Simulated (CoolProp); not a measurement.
Vapour-liquid equilibrium of propane (1) + R236EA (2) at 0.629 MPa; x and y are mole fractions of (1).

Computed with CoolProp (multi-fluid Helmholtz-energy mixture model, Lemmon 2009 and Rui 2013; pair parameters Bell 2016).

| x | bubble temperature (°C) | y at the bubble point | dew temperature at overall composition x (°C) | liquid density (mol/L) |
|---|---|---|---|---|
| 0.05 | 49.8 | 0.281 | 59.6 | 8.859 |
| 0.2 | 26.9 | 0.672 | 53.4 | 9.518 |
| 0.35 | 18.0 | 0.778 | 46.5 | 9.890 |
| 0.5 | 14.6 | 0.817 | 38.4 | 10.18 |
| 0.65 | 12.7 | 0.845 | 28.5 | 10.51 |
| 0.8 | 11.0 | 0.882 | 16.0 | 10.93 |
| 0.95 | 9.7 | 0.957 | 9.8 | 11.48 |

No azeotrope shows between x = 0.05 and 0.95.

Pair parameters are fitted to limited data, so mixtures are less certain than the pure fluids. With so large a gap from Raoult's law the liquid may split in two, which this calculation doesn't test in full.
